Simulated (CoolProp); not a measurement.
Sulfur hexafluoride along the isobar 536 kPa: density (kg/m³) from the reference equation and from simpler models built on Tc = 318.7 K, pc = 3755 kPa, ω = 0.210; each cubic takes its own stable root.

Computed with CoolProp (reference Helmholtz-energy equation of state, Guder 2009).

```tsv
T (K)	phase	reference
257	gas	41.00
272.7	gas	37.76
288.3	gas	35.13
304	gas	32.89
319.7	gas	30.97
335.3	gas	29.29
351	gas	27.81
366.6	gas	26.48
382.3	gas	25.28
397.9	gas	24.20
413.6	gas	23.21
429.2	gas	22.31
444.9	gas	21.47
460.5	gas	20.71
```

Task: How far does each simpler model (van der Waals, Soave-Redlich-Kwong, Peng-Robinson) lie from the reference over these 14 states: mean and median of the absolute difference, and the worst?

Result: 
- van der Waals: mean 0.8 %, median 0.4 %, worst -3.3 % at 257 K and 536 kPa
- Soave-Redlich-Kwong: mean 0.1 %, median 0.0 %, worst -0.4 % at 257 K and 536 kPa
- Peng-Robinson: mean 0.5 %, median 0.5 %, worst +0.7 % at 304 K and 536 kPa
